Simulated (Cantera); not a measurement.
**Ignition delay**

Mixture: 22.0 % H2, 14.9 % O2, 55.9 % N2, 7.26 % H2O, at 5.00 bar, adiabatic and at constant pressure. Ignition delay is the time to a rise of 400 K.

Detailed kinetics in Cantera: the H2/O2 subset of GRI-Mech 3.0, which has no nitrogen chemistry. The hydrogen kinetics of GRI-Mech 3.0 are dated; newer H2 mechanisms differ, most at raised pressure.

| T0 (K) | delay (ms) |
|---|---|
| 1025 | 8.93 |
| 1100 | 1.53 |
| 1175 | 0.197 |
| 1250 | 0.0186 |
| 1325 | 0.00807 |
| 1400 | 0.00508 |
| 1475 | 0.00367 |
| 1550 | 0.00286 |

```json
{
 "apparent activation energy between 1400 and 1550 K": "69 kJ/mol"
}
```
